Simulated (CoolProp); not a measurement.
The fluid at 293.15 K and 0.215 MPa is throttled through a valve to 0.135 MPa with no heat exchange. The same conditions are run with several fluids, on thermodynamics alone (safety and materials aside).

Computed with CoolProp (reference Helmholtz-energy equation of state of each fluid (isobutene: Lemmon 2005; nitrogen: Span 2000; chloromethane (R40): Thol 2014; R227EA: Lemmon 2016; dry air: Lemmon 2000)). Blends and air are pseudo-pure fits.

| fluid | temperature change (K) | final density (kg/m³) |
|---|---|---|
| isobutene | [?] | [?] |
| nitrogen | -0.2 | [?] |
| chloromethane (R40) | [?] | [?] |
| R227EA | [?] | [?] |
| dry air | -0.2 | [?] |

### Question
Complete the blanks.

### Answer

- isobutene, temperature change (K): -2.4
- isobutene, final density (kg/m³): 3.27
- nitrogen, final density (kg/m³): 1.55
- chloromethane (R40), temperature change (K): -3.2
- chloromethane (R40), final density (kg/m³): 2.90
- R227EA, temperature change (K): -1.6
- R227EA, final density (kg/m³): 9.87
- dry air, final density (kg/m³): 1.61
